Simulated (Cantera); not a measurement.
Charge: 1 mol Si2Cl6, 43 mol N2, held at 1175 K and 0.290 bar.

Equilibrium computed with Cantera from the NASA thermochemical tables; the gas is ideal and each condensed phase is pure. Candidate condensed phases: Si, Si3N4; 13 gas species. The feed counts by its element totals alone. N2 is the only nitrogen source here; it is nearly inert below about 1500 K, so the nitride shown seldom forms there in practice. The tables' values for SiCl3 are old estimates; treat these amounts as uncertain. Equilibrium is a limit: real reactors are often held back by kinetics, nucleation or transport.

What is the equilibrium state?


```
Quantity                             Result
--------------------------------  ---------
x(N2)                                 0.966
x(SiCl4)                             0.0338
x(SiCl3)                           0.000235
x(SiCl2)                            1.60e-5
n(Si3N4(s))                       0.166 mol
gas amount                        44.17 mol
log10 activity of Si(s) (absent)      -4.89
```
